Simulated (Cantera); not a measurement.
Equilibrium for silicon epitaxy and polysilicon growth: SiHCl₃ + Cl₂ + H₂

A closed system holds: 1 mol SiHCl₃, 0.017 mol Cl₂, 14 mol H₂, at 0.0133 bar.

Method: chemical equilibrium by Gibbs-energy minimisation in Cantera with the NASA 1993 tables (ideal gas, pure condensed phases). Candidate condensed phases: Si; 19 gas species. The tables' values for SiCl₃, SiCl are old estimates; treat these amounts as uncertain. Equilibrium is a limit: real reactors are often held back by kinetics, nucleation or transport.

```
T (K)  log p H₂  log p HCl  log p SiCl₂  log p SiCl₄  n Si(s)
-----  --------  ---------  -----------  -----------  -------
1273      -1.94      -2.89        -3.43        -4.17    0.377
1298      -1.94      -2.88        -3.39        -4.33    0.371
1323      -1.94      -2.87        -3.36        -4.50    0.365
1348      -1.94      -2.86        -3.34        -4.68    0.359
1373      -1.94      -2.86        -3.32        -4.86    0.353
1398      -1.94      -2.86        -3.30        -5.04    0.348
1423      -1.94      -2.86        -3.29        -5.22    0.342
1448      -1.94      -2.86        -3.28        -5.39    0.337
1473      -1.94      -2.86        -3.27        -5.57    0.332
1498      -1.94      -2.86        -3.27        -5.73    0.327
1523      -1.94      -2.86        -3.26        -5.90    0.323
1548      -1.94      -2.86        -3.26        -6.06    0.318
```
log p: log10 of the partial pressure in bar; n: condensed amount in mol.

From 1273 K to 1548 K the condensed part is Si(s). The main Si-bearing gas is SiCl₂ throughout. The share of Si in condensed phases is highest at 1273 K (37.7 %) and lowest at 1548 K (31.8 %).
